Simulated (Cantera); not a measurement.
A freely propagating, adiabatic, planar premixed flame of CH₃OH : O₂ : N₂ = 1 : 1.3 : 6.48 (molar parts), equivalence ratio 1.2, unburnt at 550 K and 6.10 bar; mixture-averaged transport, grid criteria slope 0.08 and curve 0.16, no radiation.

Model: GRI-Mech 3.0 (53 species, 325 reactions), integrated in Cantera. GRI-Mech 3.0 was tuned for natural gas; its chemistry of methanol as a main component is partial and can be far from experiment. Burning velocities carry a grid error of a few per cent, more on coarse grids.

x: mole fraction of selected species; z is measured from the peak of heat release.

```csv
z (mm),T (K),u (m/s),x CH₃OH,x O₂,x NO,x CH₂O,x CH₂,x CH₄
-0.231,550,0.567,0.114,0.148,<1e-8,7.76e-7,<1e-8,7.36e-8
-0.154,554,0.573,0.113,0.147,<1e-8,1.17e-5,<1e-8,6.79e-7
-0.115,568,0.590,0.112,0.145,<1e-8,6.55e-5,<1e-8,2.67e-6
-0.0770,643,0.675,0.107,0.138,2.98e-8,0.000492,<1e-8,1.26e-5
-0.0385,961,1.04,0.0796,0.109,3.47e-7,0.00331,<1e-8,5.46e-5
-0.0192,1283,1.42,0.0450,0.0788,1.26e-6,0.00693,<1e-8,9.94e-5
0,1651,1.87,0.00559,0.0426,3.45e-6,0.00450,3.30e-6,0.000143
0.0192,1821,2.06,2.41e-5,0.0209,5.74e-6,6.95e-5,9.36e-7,4.43e-5
0.0385,1904,2.14,…,…,…,…,…,…
0.0770,1990,2.23,<1e-8,0.00500,1.08e-5,<1e-8,<1e-8,4.46e-8
0.154,2059,2.29,<1e-8,…,…,<1e-8,<1e-8,<1e-8
0.308,2099,2.33,<1e-8,0.000773,1.55e-5,<1e-8,<1e-8,<1e-8
0.616,2119,2.35,<1e-8,0.000228,1.67e-5,<1e-8,<1e-8,<1e-8
```

Task: What belongs in the gaps?

Result: 
- 0.0385, x CH₃OH: 8.89e-8
- 0.0385, x O₂: 0.0111
- 0.0385, x NO: 7.87e-6
- 0.0385, x CH₂O: 6.54e-7
- 0.0385, x CH₂: 9.37e-8
- 0.0385, x CH₄: 4.16e-6
- 0.154, x O₂: 0.00213
- 0.154, x NO: 1.36e-5
